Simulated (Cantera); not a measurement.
A closed system holds: 1 mol Si₃N₄, 0.44 mol C, 0.031 mol N₂, equilibrated at 2300 °C and 7.40 bar.

Equilibrium computed with Cantera from the NASA thermochemical tables; the gas is ideal and each condensed phase is pure. Candidate condensed phases: C, Si, SiC, Si₃N₄; 20 gas species. Mutual solubility and eutectic melting of coexisting phases are not modelled. The tables' values for SiN are old estimates; treat these amounts as uncertain. Equilibrium is a limit: real reactors are often held back by kinetics, nucleation or transport.

Base state: N₂ 0.998, Si 0.00109, SiN 0.000268, Si₂N 0.000227, Si₂C 0.000187, Si₂ 3.24e-5, SiC₂ 2.78e-5, CN 1.93e-5 (mole fractions); condensed: Si(l) + SiC(s).

Question: What changes in the equilibrium state with this change: pressure from 7.40 bar to 0.100 bar?

Answer: 
```tsv
species	before	after
N₂	0.998	0.896
Si	0.00109	0.0808
Si₂C	0.000187	0.0139
SiC₂	2.78e-5	0.00206
Si₂	3.24e-5	0.00239
Si₃	5.44e-6	0.000403
SiC	2.03e-7	1.50e-5
SiN	0.000268	0.00219
Si(l), mol	2.56	2.32
SiC(s), mol	0.439	0.399
```
